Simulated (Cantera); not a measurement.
A closed system holds: 1 mol CF₄, 0.061 mol H₂, held at 1177 °C and 100 Torr.

Cantera equilibrium calculation (NASA polynomials, part measured and part estimated; ideal gas, pure solids and liquids). Candidate condensed phases: C, C₆H₆, C₇H₈, C₈H₁₈; 95 gas species. Gases not in the tables: C₂F₆ and larger saturated fluorocarbons. Kinetics and transport are ignored.

Base state: CF₄ 0.888, HF 0.112, CF₂ 5.09e-5, CF₃ 2.54e-5 (mole fractions); condensed: C(graphite).

Problem. What changes in the equilibrium state with this change: CF₄ replaced by CH₃F?

Solution. 
| species | before | after |
|---|---|---|
| H₂ | <1e-9 | 0.515 |
| HF | 0.112 | 0.485 |
| CH₄ | <1e-9 | 0.000117 |
| CF₄ | 0.888 | <1e-9 |
| CF₂ | 5.09e-5 | <1e-9 |
| CF₃ | 2.54e-5 | <1e-9 |
| H | <1e-9 | 1.86e-5 |
| C(graphite), mol | 0.0305 | 1.000 |

Problem. What changes in the equilibrium state with this change: CF₄ replaced by c-C₄F₈?

Solution. 
```
species            before    after
----------------  -------  -------
CF₄                 0.888    0.942
HF                  0.112   0.0583
CF₂               5.09e-5  5.24e-5
CF₃               2.54e-5  2.65e-5
C(graphite), mol   0.0305     2.03
```
The feed counts by its element totals alone.

Problem. What changes in the equilibrium state with this change: temperature from 1177 °C to 2102 °C?

Solution. 
| species | before | after |
|---|---|---|
| CF₄ | 0.888 | 0.621 |
| F | 3.62e-6 | 0.155 |
| CF₂ | 5.09e-5 | 0.115 |
| CF₃ | 2.54e-5 | 0.0168 |
| HF | 0.112 | 0.0918 |
| CF | <1e-9 | 0.000422 |
| C(graphite), mol | 0.0305 | 0 |
